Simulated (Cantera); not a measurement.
Source: NASA polynomial tables (part measured, part estimated), evaluated in Cantera. Values are per mole of reaction as written; species without (g) are pure solids or liquids, kept so even where they would boil at 1 bar.

2 CaF2 + H2S(g) ⇌ SF4(g) + 2 Ca + H2(g)

```
T (K)  ΔH° (kJ)  ΔS° (J/K)  ΔG° (kJ)  log10 K  condensed phases
-----  --------  ---------  --------  -------  ----------------
1223          ?          ?         ?        ?    CaF2(s), Ca(l)
1373     1705.9      163.9    1480.8   -56.34    CaF2(s), Ca(l)
1523          ?          ?         ?        ?    CaF2(s), Ca(l)
1673     1672.8      141.9    1435.5   -44.82    CaF2(s), Ca(l)
1823     1606.9      103.0    1419.2   -40.66    CaF2(l), Ca(l)
1973          ?          ?         ?        ?    CaF2(l), Ca(l)
2123          ?          ?         ?        ?    CaF2(l), Ca(l)
2273     1590.2       94.8    1374.8   -31.59    CaF2(l), Ca(l)
```

Problem. Some entries are withheld; supply them.

Solution. 
- 1223, ΔH° (kJ): 1711.4
- 1223, ΔS° (J/K): 168.2
- 1223, ΔG° (kJ): 1505.8
- 1223, log10 K: -64.31
- 1523, ΔH° (kJ): 1685.8
- 1523, ΔS° (J/K): 150.0
- 1523, ΔG° (kJ): 1457.4
- 1523, log10 K: -49.98
- 1973, ΔH° (kJ): 1601.4
- 1973, ΔS° (J/K): 100.0
- 1973, ΔG° (kJ): 1404.0
- 1973, log10 K: -37.17
- 2123, ΔH° (kJ): 1595.8
- 2123, ΔS° (J/K): 97.3
- 2123, ΔG° (kJ): 1389.2
- 2123, log10 K: -34.18
